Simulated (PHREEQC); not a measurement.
30 mol of Glaserite (NaK3(SO4)2) is brought to equilibrium with 1 kg of water, at 25 °C and several pressures. No CO2 enters from the air. The run lets Glaserite, Arcanite, Mirabilite, Misenite, Thenardite precipitate or redissolve, and no other solid.

Model: Pitzer model, pitzer.dat, run in PHREEQC.

| P (atm) | dissolved Na (mol/kgw) | dissolved K (mol/kgw) | dissolved S (mol/kgw) | Arcanite (mol) |
|---|---|---|---|---|
| 1 | 1.24 | 1.42 | 1.33 | 1.16 |
| 50 | 1.27 | 1.44 | 1.35 | 1.18 |
| 100 | 1.29 | 1.46 | 1.37 | 1.21 |
| 200 | 1.33 | 1.48 | 1.41 | 1.25 |
| 300 | 1.36 | 1.50 | 1.43 | 1.29 |
| 400 | 1.38 | 1.51 | 1.45 | 1.32 |
| 500 | 1.40 | 1.51 | 1.45 | 1.34 |
| 600 | 1.41 | 1.51 | 1.46 | 1.36 |
| 800 | 1.41 | 1.48 | 1.44 | 1.37 |
| 1000 | 1.40 | 1.44 | 1.42 | 1.38 |

Complexes and solids missing from the database can't appear.
